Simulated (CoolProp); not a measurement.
A single-stage vapour-compression cycle with R1336mzz(Z): evaporating at 307.15 K (dew point), condensing at 344.15 K (bubble point), superheat 2 K, subcooling 0 K, compressor efficiency 0.8, no pressure losses. Each further row changes one setting.

Computed with CoolProp (reference Helmholtz-energy equation of state, McLinden 2020).

```
case                              cooling COP  pressure ratio  discharge temperature (K)  refrigerating effect (kJ/kg)  volumetric capacity (kJ/m³)
--------------------------------  -----------  --------------  -------------------------  ----------------------------  ---------------------------
as stated                                5.43            3.26                      344.1                           119                          826
evaporating temperature 312.15 K         6.57            2.72                      344.1                           123                         1010
condensing temperature 339.15 K          6.50            2.83                      339.1                           125                          871
subcooling 5 K                           5.73            3.26                      344.1                           125                          871
superheat 12 K                           5.57            3.26                      349.5                           128                          855
compressor efficiency 0.7                4.75            3.26                      344.1                           119                          826
```

The compression ends wet for: as stated; evaporating temperature 312.15 K; condensing temperature 339.15 K; subcooling 5 K; compressor efficiency 0.7.
